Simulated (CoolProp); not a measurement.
n-perfluorohexane along the isotherm 176.85 °C: density (kg/m³) from the reference equation and from simpler models built on Tc = 174.9 °C, pc = 1.742 MPa, ω = 0.497; each cubic takes its own stable root.

Computed with CoolProp (reference Helmholtz-energy equation of state, Gao 2022).

```csv
p (MPa),phase,reference,Soave-Redlich-Kwong,Peng-Robinson
0.335,gas,32.54,32.45,32.70
0.67,gas,71.06,70.52,71.69
1,gas,118.5,116.6,119.7
1.34,gas,187.2,180.9,188.0
1.67,gas,317.8,292.4,309.6
2.01,supercritical,905.8,678.2,745.6
2.34,supercritical,989.7,761.2,841.3
2.68,supercritical,1036,812.9,900.4
3.01,supercritical,1068,850.3,943.1
3.35,supercritical,1093,881.4,978.6
3.68,supercritical,1114,907.1,1008
4.02,supercritical,1131,930.1,1034
4.35,supercritical,1147,950.0,1056
```
